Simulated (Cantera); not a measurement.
Cantera run:

```python
import numpy as np
import cantera as ct

gas_names = """
    H H2 N NH NH2 NH3 N2 N2H2 N2H4 Si SiH SiH2 SiH3 SiH4 SiN Si2 Si2N Si3
""".split()
cond_names = """
    Si(cr) Si(L) Si3N4(a)
""".split()


# ... load() reads the species with a 1 bar reference pressure and builds the phases ...
atoms = {
    'trisilylamine': {'Si': 3, 'N': 1, 'H': 9},
    'NH3': {'N': 1, 'H': 3},
    'N2': {'N': 2},
}
top_T = {'Si3N4(a)': 2400}  # K; cautious upper limits of use, not melting points


# ... equilibrate(T, P, feed) seeds the gas with the atoms and calls Mixture.equilibrate('TP', solver="vcs", rtol=1e-11, max_steps=5000) ...
results = []
feed = {'trisilylamine': 1, 'NH3': 14, 'N2': 2.3}  # mol
T = 1773.15  # K
for P in [5, 21, 85, 350, 1400, 5900, 24000, 100000]:
    mix = equilibrate(T, P, feed)
    results.append((T, P, feed, dict(zip(mix.species_names, mix.species_moles))))
    x = sorted(zip(gas.X, gas.species_names), reverse=True)
    print(f"T = {T:g} K  P = {P:g} Pa  gas = {mix.phase_moles(0):.4g} mol")
    print("   x: " + "  ".join(f"{s} {v:.3e}" for v, s in x if v > 0.0001))
    print("   condensed (mol): " + ("  ".join(f"{mix.phase(i).name} {mix.phase_moles(i):.4g}"
          for i in range(1, mix.n_phases) if mix.phase_moles(i) > 1e-12) or "none"))
```

It prints:

```
T = 1773.15 K  P = 5 Pa  gas = 37.54 mol
   x: H2 6.627e-01  N2 2.610e-01  Si 4.270e-02  H 3.279e-02  SiH 3.033e-04  Si2 2.376e-04  Si2N 1.227e-04
   condensed (mol): Si(L) 1.349
T = 1773.15 K  P = 21 Pa  gas = 35.97 mol
   x: H2 7.006e-01  N2 2.724e-01  H 1.645e-02  Si 1.017e-02  SiH 1.522e-04
   condensed (mol): Si(L) 2.617
T = 1773.15 K  P = 85 Pa  gas = 35.54 mol
   x: H2 7.133e-01  N2 2.757e-01  H 8.252e-03  Si 2.512e-03
   condensed (mol): Si(L) 2.903
T = 1773.15 K  P = 350 Pa  gas = 35.4 mol
   x: H2 7.184e-01  N2 2.769e-01  H 4.081e-03  Si 6.100e-04
   condensed (mol): Si(L) 2.975
T = 1773.15 K  P = 1400 Pa  gas = 35.34 mol
   x: H2 7.205e-01  N2 2.773e-01  H 2.043e-03  Si 1.525e-04
   condensed (mol): Si(L) 2.993
T = 1773.15 K  P = 5900 Pa  gas = 33.32 mol
   x: H2 7.648e-01  N2 2.341e-01  H 1.026e-03
   condensed (mol): Si3N4(a) 0.9996
T = 1773.15 K  P = 24000 Pa  gas = 33.31 mol
   x: H2 7.653e-01  N2 2.342e-01  H 5.087e-04
   condensed (mol): Si3N4(a) 0.9999
T = 1773.15 K  P = 100000 Pa  gas = 33.3 mol
   x: H2 7.655e-01  N2 2.342e-01  H 2.492e-04
   condensed (mol): Si3N4(a) 1
```

Equilibrium computed with Cantera from the NASA thermochemical tables; the gas is ideal and each condensed phase is pure. The feed counts by its element totals alone. The tables' values for SiN are old estimates; treat these amounts as uncertain. Gases not in the tables: Si2H6 and higher silanes.
